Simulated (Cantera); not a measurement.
A closed system holds: 1 mol BCl3, 6.2 mol H2O, at 9.75 Torr.

Cantera equilibrium calculation (NASA polynomials, part measured and part estimated; ideal gas, pure solids and liquids). Candidate condensed phases: B, B2O3, B3O3H3, H2O; 33 gas species. The tables' values for BOCl are old estimates; treat these amounts as uncertain. Gases not in the tables: H3BO3. Kinetics and transport are ignored. All values below are at 1275 °C.

Base state: H2O 0.512, HCl 0.363, HBO2 0.119, Cl 0.00210, H2 0.00139, B2O3 0.00116, O2 0.000129, OH 0.000124 (mole fractions); condensed: gas only.

Question: What changes in the equilibrium state with this change: BCl3 replaced by BF3?

Answer: 
```
species   before     after
-------  -------  --------
H2O        0.512     0.584
HF             0     0.293
BOF            0    0.0713
HCl        0.363         0
HBO2       0.119    0.0496
Cl       0.00210         0
BF3            0  0.000688
```

Question: What changes in the equilibrium state with this change: H2O from 6.2 to 3.5 mol?

Answer: 
| species | before | after |
|---|---|---|
| HCl | 0.363 | 0.542 |
| H2O | 0.512 | 0.279 |
| HBO2 | 0.119 | 0.169 |
| O2 | 0.000129 | 2.93e-5 |
| BOCl | 7.87e-5 | 0.000307 |
| B2O3 | 0.00116 | 0.00431 |
| B2O3(l), mol | 0 | 0.00891 |
